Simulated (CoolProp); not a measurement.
Vapour pressure (kPa) of oxygen: the reference equation beside estimates from Tc = 154.6 K, pc = 5046 kPa, ω = 0.022.

Values from CoolProp's reference Helmholtz-energy equation of state, Schmidt 1985.

```tsv
T (K)	reference	van der Waals	Soave-Redlich-Kwong
118.3	925.0	1570	931.6
121.5	1114	1781	1124
124.7	1329	2009	1343
127.8	1565	2247	1583
131	1838	2511	1861
134.2	2143	2793	2171
137.4	2484	3094	2517
140.6	2862	3413	2898
143.8	3280	3753	3318
147	3742	4112	3779
150.2	4252	4491	4282
```

Absolute difference from the reference over all 11 rows, mean and median: van der Waals 33.2 and 30.3 %, Soave-Redlich-Kwong 1.1 and 1.2 %.
